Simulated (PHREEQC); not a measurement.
PHREEQC input (ion-association model, wateq4f.dat):

```
SOLUTION_MASTER_SPECIES
  An  An-  0  An  62.0  # stands for a non-complexing anion
SOLUTION_SPECIES
  An- = An-
    -log_k 0
    -gamma 3.0 0
PHASES
  Fix_H+
    H+ = H+
    -log_k 0
SOLUTION 1
  temp 25
  units mmol/kgw
  pH 7 charge
  Cl 0.00118
  Ba 0.00059
  Na 10
  An 10
END
SELECTED_OUTPUT 1
  -reset false
  -pH true
  -pe true
  -ionic_strength true
  -water true
  -totals Ba Cl Na
  -molalities Hfo_wOH Hfo_wOH2+ Hfo_wO- Hfo_sOH Hfo_sOH2+ Hfo_sO- Hfo_sOHBa+2 Hfo_wOBa+
  -saturation_indices Halite
USER_PUNCH 1
  -headings sigma psi
  10 PUNCH EDL("sigma", "Hfo"), EDL("psi", "Hfo")
PRINT
  -reset false
USE solution 1
SURFACE 1
  Hfo_wOH 0.000539326 600 0.24
  Hfo_sOH 1.34831e-05
EQUILIBRIUM_PHASES 1
  Fix_H+ -3 HAn 10
    -force_equality true
  O2(g) -0.68 10
END
# ... the last block is repeated for the other 12 points of pH, with NaOH or the acid as the point needs
```

Selected output (columns that matter, 13 of 13 rows; pH added in front):

```
pH	mu	Ba	Na	m_Hfo_wOH	m_Hfo_wOH2+	m_Hfo_wO-	m_Hfo_sOH	m_Hfo_sOH2+	m_Hfo_sO-	m_Hfo_sOHBa+2	m_Hfo_wOBa+	si_Halite	sigma	psi
3	0.011344	5.9e-07	0.01	6.574e-05	0.00047338	2.0915e-07	1.6435e-06	1.1834e-05	5.2286e-09	2.4914e-14	5.9037e-19	-9.6051	0.32499	0.20306
3.67	0.010427	5.9e-07	0.01	0.00016371	0.00037398	1.6417e-06	4.0927e-06	9.3494e-06	4.1042e-08	1.3868e-13	1.0359e-17	-9.6017	0.25574	0.19292
4.33	0.010186	5.9e-07	0.01	0.00026683	0.00026637	6.1233e-06	6.6707e-06	6.6593e-06	1.5308e-07	9.0554e-13	1.5478e-16	-9.6008	0.17875	0.17515
5	0.010097	5.8999e-07	0.01	0.00034408	0.0001802	1.5051e-05	8.6019e-06	4.5049e-06	3.7627e-07	7.0415e-12	2.2942e-15	-9.6004	0.11343	0.15208
5.67	0.010054	5.8993e-07	0.01	0.00038729	0.00012442	2.7618e-05	9.6822e-06	3.1104e-06	6.9046e-07	6.5286e-11	3.4677e-14	-9.6003	0.066485	0.12501
6.33	0.010029	5.8927e-07	0.01	0.00040573	9.3082e-05	4.0514e-05	1.0143e-05	2.3269e-06	1.0128e-06	7.2825e-10	5.4167e-13	-9.6002	0.036107	0.094612
7	0.010015	5.7966e-07	0.01	0.00041208	7.6175e-05	5.1069e-05	1.0294e-05	1.9029e-06	1.2757e-06	1.033e-08	9.5422e-12	-9.6001	0.017258	0.060527
7.67	0.010006	4.5508e-07	0.01	0.0004138	6.6836e-05	5.869e-05	1.0242e-05	1.6542e-06	1.4526e-06	1.3478e-07	1.4382e-10	-9.6001	0.0057742	0.024359
8.33	0.010006	1.0013e-07	0.010007	0.00041393	6.0208e-05	6.5192e-05	9.9726e-06	1.4506e-06	1.5706e-06	4.8928e-07	5.9558e-10	-9.5997	-0.002764	-0.011993
9	0.010022	6.9721e-09	0.010031	0.0004128	5.334e-05	7.3186e-05	9.8743e-06	1.2759e-06	1.7506e-06	5.8222e-07	8.0354e-10	-9.5988	-0.012836	-0.048586
9.67	0.010075	4.7058e-10	0.010096	0.00040841	4.3931e-05	8.6982e-05	9.7646e-06	1.0503e-06	2.0796e-06	5.8855e-07	9.7625e-10	-9.5962	-0.028749	-0.083509
10.33	0.01028	4.2284e-11	0.010321	0.00039473	3.1586e-05	0.00011301	9.4374e-06	7.5517e-07	2.7019e-06	5.8864e-07	1.3125e-09	-9.5874	-0.055076	-0.11495
11	0.011193	5.5194e-12	0.011267	0.00035784	1.7936e-05	0.00016355	8.5559e-06	4.2886e-07	3.9104e-06	5.879e-07	2.0926e-09	-9.5528	-0.099116	-0.14257
```

The oxide is taken as insoluble; below pH 4 it would dissolve.
